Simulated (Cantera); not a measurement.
A Cantera script and its output.

```python
import numpy as np
import cantera as ct

surf = ct.Interface("diamond.yaml", "diamond_100")
gas, bulk = surf.adjacent["gas"], surf.adjacent["diamond"]
k = surf.kinetics_species_index(bulk.species_names[0])
cover = ["c6HH", "c6H*", "c6*H", "c6**", "c6HM", "c6B"]

rows, drift = [], 0.0
print(f"{'xH':>10s}{'um/h':>11s}" + "".join(f"{s:>11s}" for s in cover))
for v in [0.0001, 0.00021, 0.00043, 0.00089, 0.0019, 0.0039, 0.008, 0.017, 0.034]:
    T, P, xH, xCH3 = 1273, 1200, v, 3.1e-05
    gas.TPX = T, P, {"H": xH, "CH3": xCH3, "CH4": 0.003, "H2": 1 - xH - xCH3 - 0.003}
    surf.TP = bulk.TP = T, P
    surf.coverages = "c6H*:0.1, c6HH:0.9"
    surf.advance_coverages(100.0)
    before = surf.coverages
    surf.advance_coverages(100.0)
    drift = max(drift, np.max(np.abs(surf.coverages - before) / (surf.coverages + 1e-9)))
    rate = surf.net_production_rates[k] * bulk.mean_molecular_weight / bulk.density * 3.6e9
    rows.append([rate, *surf[cover].coverages])
    print(f"{v:10.4g}{rate:11.4e}" + "".join(f"{x:11.3e}" for x in rows[-1][1:]))
```

Output:

```
        xH       um/h       c6HH       c6H*       c6*H       c6**       c6HM        c6B
    0.0001 1.2334e-03  6.485e-01  2.846e-02  3.185e-01  4.414e-03  1.197e-05  3.347e-12
   0.00021 4.6130e-03  5.503e-01  3.606e-02  4.035e-01  9.902e-03  1.600e-05  1.252e-11
   0.00043 1.1932e-02  4.821e-01  4.102e-02  4.590e-01  1.758e-02  1.998e-05  3.238e-11
   0.00089 2.3048e-02  4.393e-01  4.384e-02  4.906e-01  2.601e-02  2.396e-05  6.254e-11
    0.0019 3.5689e-02  4.146e-01  4.528e-02  5.066e-01  3.323e-02  2.736e-05  9.684e-11
    0.0039 4.7304e-02  4.025e-01  4.592e-02  5.137e-01  3.775e-02  2.935e-05  1.284e-10
     0.008 6.0506e-02  3.964e-01  4.622e-02  5.170e-01  4.036e-02  3.008e-05  1.642e-10
     0.017 8.1189e-02  3.932e-01  4.639e-02  5.186e-01  4.181e-02  2.951e-05  2.203e-10
     0.034 1.1289e-01  3.917e-01  4.650e-02  5.192e-01  4.249e-02  2.765e-05  3.063e-10
```

Cantera simulation using the Harris–Goodwin 1993 mechanism for the reconstructed diamond (100) surface; the numbers are that mechanism's predictions, not measurements.
